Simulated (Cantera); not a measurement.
## Ignition delay

Mixture: CH₄ : CO : O₂ : N₂ = 1 : 0.033 : 1.34 : 8.07 (molar parts), equivalence ratio 1.5, at 760 Torr, adiabatic and at constant pressure. Ignition delay is the time to a rise of 400 K.

Model: GRI-Mech 3.0 (53 species, 325 reactions), integrated in Cantera.

```tsv
T0 (K)	delay (ms)
1175	133
1250	45.8
1325	16.9
1400	6.60
1475	2.75
1550	1.24
1625	0.608
1700	0.326
1775	0.188
```

```yaml
apparent activation energy between 1625 and 1775 K: 190 kJ/mol
```
